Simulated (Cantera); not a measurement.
An isothermal, constant-pressure homogeneous reactor starts with NH₃ : N₂ = 6.7 : 0.12 (molar parts), at 1948 K and 90.0 Torr.

Computed with Cantera and the gas-phase N/H chemistry of the illustrative SiF4/NH3 mechanism in the Surface Chemkin manual (1991). Walls and surfaces, which speed up NH3 decomposition in real reactors, are not modelled.

One state of this run: x NH₃ = 0.000187; x N₂H₂ = 8.30e-11; x N₂H₄ = <1e-12; x N = 1.31e-7; x H₂ = 0.741; x NH₂ = 2.02e-6; x N₂ = 0.256. x: mole fraction; the columns are a selection and need not sum to one.

Task: Which value of t (s) does it belong to?
A) 0.0162
B) 0.000141
C) 0.569
D) 6.11

Result: D, 6.11
